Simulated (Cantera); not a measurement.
A perfectly stirred reactor is fed with CH4 : H2O : H2 = 1 : 0.38 : 0.062 (molar parts), at 500000 Pa; it is held at 2175 K, and followed from long to short residence time.

Computed with Cantera and GRI-Mech 3.0 (53 species, 325 reactions). GRI-Mech 3.0 stops at C3 and has no aromatics, soot or wall deposition, so with more carbon than oxygen in the feed, carbon stays in small species such as C2H2 where larger ones or solid carbon would form.

Q: What does this change do: CH4 1 to 5.5 parts?

A: 
```json
[
 {"quantity": "x(CH4) at τ = 5.60 s", "before": "0.00622", "after": "0.00865"},
 {"quantity": "x(H2O) at τ = 5.60 s", "before": "5.55e-5", "after": "7.19e-6"},
 {"quantity": "x(H2) at τ = 5.60 s", "before": "0.749", "after": "0.742"},
 {"quantity": "x(H) at τ = 5.60 s", "before": "0.00190", "after": "0.00189"},
 {"quantity": "x(CO2) at τ = 5.60 s", "before": "1.92e-6", "after": "5.99e-8"},
 {"quantity": "x(CH4) at τ = 0.150 s", "before": "0.00762", "after": "0.00976"},
 {"quantity": "x(H2O) at τ = 0.150 s", "before": "0.00188", "after": "0.000243"},
 {"quantity": "x(H2) at τ = 0.150 s", "before": "0.746", "after": "0.741"},
 {"quantity": "x(H) at τ = 0.150 s", "before": "0.00190", "after": "0.00189"},
 {"quantity": "x(CO2) at τ = 0.150 s", "before": "6.47e-5", "after": "2.01e-6"}
]
```

Q: What does this change do: temperature 2175 to 1498 K?

A: 
```tsv
quantity	before	after
x(CH4) at τ = 5.60 s	0.00622	0.291
x(H2O) at τ = 5.60 s	5.55e-5	0.135
x(H2) at τ = 5.60 s	0.749	0.431
x(H) at τ = 5.60 s	0.00190	5.01e-6
x(CO2) at τ = 5.60 s	1.92e-6	0.00592
x(CH4) at τ = 0.150 s	0.00762	0.422
x(H2O) at τ = 0.150 s	0.00188	0.223
x(H2) at τ = 0.150 s	0.746	0.269
x(H) at τ = 0.150 s	0.00190	2.74e-6
x(CO2) at τ = 0.150 s	6.47e-5	0.000218
```
